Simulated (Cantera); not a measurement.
An isothermal, constant-pressure homogeneous reactor starts with 2.27 % CO, 2.55 % O₂, 4.27 % H₂O, 90.9 % N₂, at 1125 K and 400000 Pa.

Computed with Cantera and GRI-Mech 3.0 (53 species, 325 reactions).

One state of this run: x CO = 0.0140; x O₂ = 0.0212; x H₂O = 0.0427; x NO = 9.96e-10; x H₂ = 0.000151; x NO₂ = 4.48e-10; x HO₂ = 1.56e-5. x: mole fraction; the columns are a selection and need not sum to one.

Question: Which value of t (s) does it belong to?
(A) 12.2
(B) 0.519
(C) 0.0221
(D) 0.00269

Answer: C, 0.0221
